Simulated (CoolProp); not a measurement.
Vapour-liquid equilibrium of toluene (1) + ethylbenzene (2) at 148.25 °C; x and y are mole fractions of (1).

The numbers come from the multi-fluid Helmholtz-energy mixture model, Lemmon 2006 and Zhou 2012; pair parameters Bell 2016 in CoolProp.

| x | bubble pressure, mixture model (MPa) | bubble pressure, Raoult's law (MPa) | y, mixture model | y, Raoult's law |
|---|---|---|---|---|
| 0.05 | 0.1450 | 0.1450 | 0.089 | 0.091 |
| 0.2 | [?] | 0.1638 | 0.311 | 0.323 |
| 0.35 | 0.1808 | 0.1827 | 0.489 | 0.507 |
| 0.5 | [?] | 0.2016 | 0.640 | 0.656 |
| 0.65 | [?] | 0.2205 | [?] | 0.780 |
| 0.8 | 0.2370 | 0.2394 | [?] | 0.884 |
| 0.95 | 0.2576 | 0.2583 | 0.973 | 0.973 |

Question: Complete the blanks.

Answer: 
- 0.2, bubble pressure, mixture model (MPa): 0.1632
- 0.5, bubble pressure, mixture model (MPa): 0.1987
- 0.65, bubble pressure, mixture model (MPa): 0.2174
- 0.65, y, mixture model: 0.770
- 0.8, y, mixture model: 0.881

The largest gap from Raoult's law is -1.4 % in bubble pressure, at x = 0.5. No azeotrope shows between x = 0.05 and 0.95.

Pair parameters are fitted to limited data, so mixtures are less certain than the pure fluids.
